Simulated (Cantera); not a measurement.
A freely propagating, adiabatic, planar premixed flame of H₂ : O₂ : N₂ = 1 : 0.208 : 0.583 (molar parts), equivalence ratio 2.4, unburnt at 573 K and 10000 Pa; unity-Lewis-number transport, grid criteria slope 0.08 and curve 0.16, no radiation.

Model: the H2/O2 subset of GRI-Mech 3.0, which has no nitrogen chemistry, integrated in Cantera. Unity Lewis numbers drop preferential diffusion, which matters most where H2 and H carry the flame. Burning velocities carry a grid error of a few per cent, more on coarse grids.

Predict: laminar burning velocity; thermal thickness; peak x(OH); peak x(O); peak x(H).


| Property | Result |
|---|---|
| laminar burning velocity | 421 cm/s |
| thermal thickness | 7.66 mm |
| peak x(OH) | 0.00418 |
| peak x(O) | 0.00285 |
| peak x(H) | 0.147 |
